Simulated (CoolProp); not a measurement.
A simple Rankine cycle with water: condensing at 316.15 K, boiler at 2.58 MPa, turbine inlet 538.8 K, turbine efficiency 0.7, pump efficiency 0.6, no recuperator. Each further row changes one setting.

Computed with CoolProp (reference Helmholtz-energy equation of state, Wagner 2002).

| case | thermal efficiency (%) | net work (kJ/kg) | heat in (kJ/kg) | turbine exit temperature (K) | volume ratio over the turbine |
|---|---|---|---|---|---|
| as stated | 22.6 | 617 | 2740 | 316.2 | 169 |
| turbine inlet 558.8 K | 22.7 | 632 | 2790 | 316.2 | 163 |
| condensing temperature 308.15 K | 23.5 | 650 | 2770 | 308.1 | 252 |
| boiler pressure 1.81 MPa | 21.4 | 593 | 2770 | 316.2 | 118 |
| turbine efficiency 0.6 | 19.3 | 528 | 2740 | 316.2 | 176 |

The expansion ends wet for: as stated; turbine inlet 558.8 K; condensing temperature 308.15 K; boiler pressure 1.81 MPa; turbine efficiency 0.6.
